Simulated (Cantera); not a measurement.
An adiabatic, constant-volume homogeneous reactor starts with CH4 : O2 : N2 = 1 : 1.82 : 6.84 (molar parts), equivalence ratio 1.1, at 1000 K and 68000 Pa.

Computed with Cantera and GRI-Mech 3.0 (53 species, 325 reactions).

**Question.** Predict: time of steepest temperature rise; temperature at 2.00 s; equilibrium temperature; x(O2) at 2.00 s; x(CO2) at 2.00 s.

**Answer.** 
```
Property                                                            Result
---------------------------------  ---------------------------------------
time of steepest temperature rise                                   1.69 s
temperature at 2.00 s                                               2763 K
equilibrium temperature                                             2763 K
x(O2) at 2.00 s                    0.00997 (gas-phase equilibrium 0.00997)
x(CO2) at 2.00 s                     0.0512 (gas-phase equilibrium 0.0512)
```
